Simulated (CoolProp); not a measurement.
Vapour-liquid equilibrium of R143a (1) + dimethyl ether (2) at -20.15 °C; x and y are mole fractions of (1).

Values from CoolProp's multi-fluid Helmholtz-energy mixture model, Lemmon and Jacobsen 2000 and Wu 2011; pair parameters Bell 2016.

Give the bubble pressure and the first vapour's composition at x = 0.2, 0.65, 0.8. Is there an azeotrope?

x = 0.2: 0.1684 MPa, y = 0.399; x = 0.65: 0.2531 MPa, y = 0.806; x = 0.8: 0.2791 MPa, y = 0.894. No azeotrope shows between x = 0.05 and 0.95.

The pair parameters rest on a limited set of measurements; away from them the model extrapolates.
